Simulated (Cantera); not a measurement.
Charge: 1 mol c-C4F8, 0.97 mol H2, held at 2475 °C and 0.00240 bar.

These are equilibrium values from Cantera (NASA tables, ideal gas, pure condensed phases), not measurements of a reactor. Candidate condensed phases: C, C6H6, C7H8, C8H18; 95 gas species. The feed counts by its element totals alone. The numbers say what is thermodynamically allowed, not how fast it happens.

Base state: F 0.675, HF 0.243, CF 0.0440, CF2 0.0255, C3 0.00685, H 0.00260, C 0.00154, C2 0.000662 (mole fractions); condensed: C(graphite).

Question: What changes in the equilibrium state with this change: H2 from 0.97 to 0.055 mol?

Answer: 
| species | before | after |
|---|---|---|
| F | 0.675 | 0.877 |
| CF | 0.0440 | 0.0570 |
| CF2 | 0.0255 | 0.0430 |
| HF | 0.243 | 0.0141 |
| H | 0.00260 | 0.000116 |
| CF3 | 2.37e-5 | 5.18e-5 |
| C(graphite), mol | 3.26 | 3.04 |

Question: What changes in the equilibrium state with this change: H2 from 0.97 to 0.075 mol?

Answer: 
```tsv
species	before	after
F	0.675	0.872
CF	0.0440	0.0567
CF2	0.0255	0.0426
HF	0.243	0.0192
H	0.00260	0.000159
CF3	2.37e-5	5.10e-5
C(graphite), mol	3.26	3.05
```
